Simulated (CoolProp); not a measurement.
Properties of vinyl chloride at several states.

Values from CoolProp's reference Helmholtz-energy equation of state, Thol 2022.

| T (°C) | p (MPa) | phase | Z | cv (kJ/(kg K)) |
|---|---|---|---|---|
| -77.15 | 0.0923 | liquid | 0.003274 | ___ |
| 63.05 | 0.0344 | gas | 0.9958 | ___ |
| 150.75 | 0.0169 | gas | 0.9990 | ___ |
| -35.75 | 0.0101 | gas | 0.9962 | ___ |
| 71.15 | 0.77 | gas | ___ | ___ |

Question: Some entries are withheld; supply them.

Answer: 
- -77.15, cv (kJ/(kg K)): 0.9022
- 63.05, cv (kJ/(kg K)): 0.7984
- 150.75, cv (kJ/(kg K)): 0.9471
- -35.75, cv (kJ/(kg K)): 0.6072
- 71.15, Z: 0.9045
- 71.15, cv (kJ/(kg K)): 0.8461
